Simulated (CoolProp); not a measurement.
Vapour-liquid equilibrium of cyclohexane (1) + dimethyl carbonate (2) at 124.05 °C; x and y are mole fractions of (1).

Computed with CoolProp (multi-fluid Helmholtz-energy mixture model, Zhou 2014 and Zhou 2011; pair parameters Bell 2016).

| x | bubble pressure, mixture model (MPa) | bubble pressure, Raoult's law (MPa) | y, mixture model | y, Raoult's law |
|---|---|---|---|---|
| 0.05 | 0.3001 | 0.2706 | 0.142 | 0.059 |
| 0.15 | 0.3447 | 0.2755 | 0.311 | 0.172 |
| 0.25 | 0.3716 | 0.2804 | 0.408 | 0.282 |
| 0.35 | 0.3872 | 0.2852 | 0.472 | 0.389 |
| 0.45 | 0.3956 | 0.2901 | 0.522 | 0.491 |
| 0.55 | 0.3991 | 0.2949 | 0.566 | 0.591 |
| 0.65 | 0.3980 | 0.2998 | 0.612 | 0.687 |
| 0.75 | 0.3914 | 0.3046 | 0.668 | 0.780 |
| 0.85 | 0.3755 | 0.3095 | 0.749 | 0.870 |
| 0.95 | 0.3431 | 0.3144 | 0.887 | 0.957 |

The largest gap from Raoult's law is +36.4 % in bubble pressure, at x = 0.45. y crosses x between x = 0.55 and 0.65: the model has an azeotrope there.

Pair parameters are fitted to limited data, so mixtures are less certain than the pure fluids.
